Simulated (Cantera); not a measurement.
An isothermal, constant-pressure homogeneous reactor starts with H₂ : O₂ : N₂ = 1.6 : 1 : 19 (molar parts), at 1125 K and 0.320 bar. Integrator tolerance rtol = 1e-08.

Model: GRI-Mech 3.0 (53 species, 325 reactions), integrated in Cantera. The temperature is held fixed by assumption; the heat of reaction is taken as removed at once.

Task: What does this change do: temperature 1125 to 850 K?

Result: 
```json
[
 {"quantity": "x(H₂) at 3.00 s", "before": "2.09e-8 (gas-phase equilibrium 3.37e-9)", "after": "0.0254 (gas-phase equilibrium <1e-12)"},
 {"quantity": "x(O₂) at 3.00 s", "before": "0.00961 (gas-phase equilibrium 0.00960)", "after": "0.0221 (gas-phase equilibrium 0.00961)"},
 {"quantity": "x(H) at 3.00 s", "before": "7.30e-11 (gas-phase equilibrium 4.59e-12)", "after": "8.62e-8 (gas-phase equilibrium <1e-12)"},
 {"quantity": "x(NO₂) at 3.00 s", "before": "1.23e-8 (gas-phase equilibrium 7.36e-8)", "after": "7.93e-9 (gas-phase equilibrium 2.32e-8)"},
 {"quantity": "x(NO) at 3.00 s", "before": "4.59e-6 (gas-phase equilibrium 2.46e-5)", "after": "4.84e-9 (gas-phase equilibrium 1.04e-6)"},
 {"quantity": "x(H₂O) at 3.00 s", "before": "0.0769 (gas-phase equilibrium 0.0769)", "after": "0.0505 (gas-phase equilibrium 0.0769)"},
 {"quantity": "x(H₂O₂) at 3.00 s", "before": "3.42e-10 (gas-phase equilibrium 5.00e-11)", "after": "5.17e-5 (gas-phase equilibrium 1.26e-12)"}
]
```
Below about 950 K walls govern HO2 and H2O2 in real vessels.
